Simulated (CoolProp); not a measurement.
1,2-dichloroethane at 293.15 K and 0.00454 MPa is throttled through a valve to 0.000416 MPa with no heat exchange. Each further row changes one setting.

Values from CoolProp's reference Helmholtz-energy equation of state, Thol 2015.

```csv
case,final density (kg/m³)
as stated,…
outlet pressure 0.000125 MPa,…
outlet pressure 0.000541 MPa,…
```

**Question.** Some entries are withheld; supply them.

**Answer.** 
- as stated, final density (kg/m³): 0.0169
- outlet pressure 0.000125 MPa, final density (kg/m³): 0.00508
- outlet pressure 0.000541 MPa, final density (kg/m³): 0.0220
